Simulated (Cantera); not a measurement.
Feed: 1 mol SiC, 0.096 mol CO2, 9.8 mol H2, equilibrated at 0.430 bar.

Equilibrium computed with Cantera from the NASA thermochemical tables; the gas is ideal and each condensed phase is pure. Candidate condensed phases: C, C6H6, C7H8, C8H18, H2O, Si, SiC, SiO2; 123 gas species. Mutual solubility and eutectic melting of coexisting phases are not modelled. The tables hold silica as quartz up to 1696 K and as liquid above; real silica turns to tridymite and cristobalite and melts near 1996 K. Rates play no part. All values below are at 1325 K.

Base state: H2 0.995, CH4 0.00286, CO 0.00219 (mole fractions); condensed: C(graphite) + SiC(s) + SiO2(β-quartz).

Problem. What changes in the equilibrium state with this change: SiC replaced by Si?

Solution. 
```csv
species,before,after
H2,0.995,1.000
SiO,1.87e-6,3.22e-5
CH4,0.00286,9.71e-6
CO,0.00219,4.27e-7
"C(graphite), mol",0.132,0
"SiC(s), mol",0.915,0.0959
"SiO2(β-quartz), mol",0.0852,0.0958
"Si(s), mol",0,0.808
```
